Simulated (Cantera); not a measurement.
NO annealing gas

An isothermal, constant-pressure homogeneous reactor starts with 67.7 % NO, 31.8 % N2, 0.494 % H2O, at 1575 K and 1.10 bar.

Cantera simulation using GRI-Mech 3.0 (53 species, 325 reactions); the numbers are that mechanism's predictions, not measurements.

```csv
t (s),x NO,x O,x N2O,x NO2,x O2,x N2
0.000100,0.677,7.17e-8,1.16e-6,1.06e-6,7.11e-10,0.318
0.000282,0.677,7.56e-8,3.25e-6,3.15e-6,3.07e-9,0.318
0.000795,0.677,8.71e-8,8.99e-6,9.21e-6,1.80e-8,0.318
0.00224,0.677,1.21e-7,2.41e-5,2.73e-5,1.58e-7,0.318
0.00631,0.677,2.20e-7,5.90e-5,8.29e-5,2.02e-6,0.318
0.0178,0.676,4.58e-7,0.000116,0.000234,3.04e-5,0.318
0.0502,0.676,7.04e-7,0.000156,0.000405,0.000301,0.319
0.141,0.673,8.02e-7,0.000159,0.000468,0.00133,0.320
0.399,0.667,9.83e-7,0.000156,0.000581,0.00422,0.323
1.12,0.651,1.35e-6,0.000148,0.000799,0.0122,0.331
3.17,0.609,2.01e-6,0.000129,0.00113,0.0328,0.352
8.93,0.516,2.98e-6,9.15e-5,0.00145,0.0795,0.399
25.2,0.358,4.14e-6,4.38e-5,0.00140,0.158,0.477
71.0,0.189,5.09e-6,1.22e-5,0.000916,0.243,0.562
200,0.0765,5.63e-6,2.07e-6,0.000412,0.300,0.618
```
x: mole fraction; the columns are a selection and need not sum to one.

Equilibrium at this temperature and pressure: NO 0.00202, O 5.97e-6, N2O 1.16e-7, NO2 1.15e-5, O2 0.337, N2 0.656 (gas phase only).
